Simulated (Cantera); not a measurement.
Charge: 1 mol SiC, a varied amount of CO₂, 4.9 mol H₂, equilibrated at 2150 K and 13.0 Pa.

Cantera equilibrium calculation (NASA polynomials, part measured and part estimated; ideal gas, pure solids and liquids). Candidate condensed phases: C, C₆H₆, C₇H₈, C₈H₁₈, H₂O, Si, SiC, SiO₂; 123 gas species. Equilibrium is a limit: real reactors are often held back by kinetics, nucleation or transport.

### Question
Which condensed phases are stable at each of these points (n(CO₂) (mol)): 0.045, 0.067, 0.098, 0.14, 0.21, 0.31, 0.46, 0.68, 1, 1.5?

### Answer
| n(CO₂) (mol) | condensed phases | Si condensed (%) |
|---|---|---|
| 0.045 | C(graphite) | 0.0 |
| 0.067 | C(graphite) | 0.0 |
| 0.098 | C(graphite) | 0.0 |
| 0.14 | C(graphite) | 0.0 |
| 0.21 | C(graphite) | 0.0 |
| 0.31 | C(graphite) | 0.0 |
| 0.46 | C(graphite) | 0.0 |
| 0.68 | C(graphite) | 0.0 |
| 1 | gas only | 0.0 |
| 1.5 | gas only | 0.0 |

From 0.045 mol CO₂ to 0.68 mol CO₂ the condensed part is C(graphite). From 1 mol CO₂ to 1.5 mol CO₂ nothing is condensed.
